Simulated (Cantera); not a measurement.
Input (Python, Cantera) and output of one run.

```python
import numpy as np
import cantera as ct

gas_names = """
    H H2 N NH NH2 NH3 N2 N2H2 N2H4 Si SiH SiH2 SiH3 SiH4 SiN Si2 Si2N Si3
""".split()
cond_names = """
    Si(cr) Si(L) Si3N4(a)
""".split()


def load(file, names, dense=False):
    # The tables refer to 1 bar. Condensed volumes are neglected.
    table = {s.name: s for s in ct.Species.list_from_file(file)}
    out = []
    for n in names:
        d = dict(table[n].input_data)
        d["thermo"] = dict(d["thermo"], **{"reference-pressure": 1e5})
        if dense:
            d["equation-of-state"] = {"model": "constant-volume", "density": "1e6 g/cm^3"}
        out.append(ct.Species.from_dict(d))
    return out


gas = ct.Solution(thermo="ideal-gas", species=load("nasa_gas.yaml", gas_names))
cond = {s.name: ct.Solution(thermo="fixed-stoichiometry", species=[s], name=s.name)
        for s in load("nasa_condensed.yaml", cond_names, dense=True)}
atoms = {
    'trisilylamine': {'Si': 3, 'N': 1, 'H': 9},
    'N2': {'N': 2},
    'H2': {'H': 2},
    'NH3': {'N': 1, 'H': 3},
}
top_T = {'Si3N4(a)': 2400}  # K; cautious upper limits of use, not melting points


def equilibrate(T, P, feed):
    n = {}
    for name, mol in feed.items():
        for a, k in atoms[name].items():
            n[a] = n.get(a, 0.0) + k * mol
    gas.TPX = T, P, n
    mass = sum(n.values()) * gas.mean_molecular_weight
    gas.equilibrate("TP")
    valid = [c for c in cond.values() if c.min_temp <= T <= top_T.get(c.name, c.max_temp)]
    mix = ct.Mixture([(gas, mass / gas.mean_molecular_weight)] + [(c, 0.0) for c in valid])
    mix.T, mix.P = T, P
    mix.equilibrate("TP", solver="vcs", rtol=1e-11, max_steps=5000)
    return mix


results = []
feed = {'trisilylamine': 1, 'N2': 0.94, 'H2': 27, 'NH3': 0.17}  # mol
P = 1000  # Pa
for T in [1075, 1175, 1275, 1375, 1475, 1575, 1675, 1775, 1875]:
    mix = equilibrate(T, P, feed)
    results.append((T, P, feed, dict(zip(mix.species_names, mix.species_moles))))
    x = sorted(zip(gas.X, gas.species_names), reverse=True)
    print(f"T = {T:g} K  P = {P:g} Pa  gas = {mix.phase_moles(0):.4g} mol")
    print("   x: " + "  ".join(f"{s} {v:.3e}" for v, s in x if v > 0.001))
    print("   condensed (mol): " + ("  ".join(f"{mix.phase(i).name} {mix.phase_moles(i):.4g}"
          for i in range(1, mix.n_phases) if mix.phase_moles(i) > 1e-12) or "none"))
```

Output:

```
T = 1075 K  P = 1000 Pa  gas = 31.76 mol
   x: H2 1.000e+00
   condensed (mol): Si(cr) 0.7125  Si3N4(a) 0.7625
T = 1175 K  P = 1000 Pa  gas = 31.76 mol
   x: H2 1.000e+00
   condensed (mol): Si(cr) 0.7126  Si3N4(a) 0.7625
T = 1275 K  P = 1000 Pa  gas = 31.76 mol
   x: H2 1.000e+00
   condensed (mol): Si(cr) 0.7137  Si3N4(a) 0.7621
T = 1375 K  P = 1000 Pa  gas = 31.77 mol
   x: H2 9.996e-01
   condensed (mol): Si(cr) 0.7278  Si3N4(a) 0.7574
T = 1475 K  P = 1000 Pa  gas = 31.85 mol
   x: H2 9.970e-01  N2 2.873e-03
   condensed (mol): Si(cr) 0.8497  Si3N4(a) 0.7167
T = 1575 K  P = 1000 Pa  gas = 32.39 mol
   x: H2 9.803e-01  N2 1.930e-02
   condensed (mol): Si(cr) 1.65  Si3N4(a) 0.45
T = 1675 K  P = 1000 Pa  gas = 33.3 mol
   x: H2 9.530e-01  N2 4.579e-02  H 1.133e-03
   condensed (mol): Si(cr) 2.998
T = 1775 K  P = 1000 Pa  gas = 33.33 mol
   x: H2 9.512e-01  N2 4.574e-02  H 2.823e-03
   condensed (mol): Si(L) 2.991
T = 1875 K  P = 1000 Pa  gas = 33.42 mol
   x: H2 9.469e-01  N2 4.562e-02  H 6.379e-03
   condensed (mol): Si(L) 2.964
```

These are equilibrium values from Cantera (NASA tables, ideal gas, pure condensed phases), not measurements of a reactor. The feed counts by its element totals alone. Mutual solubility and eutectic melting of coexisting phases are not modelled. Gases not in the tables: Si2H6 and higher silanes.
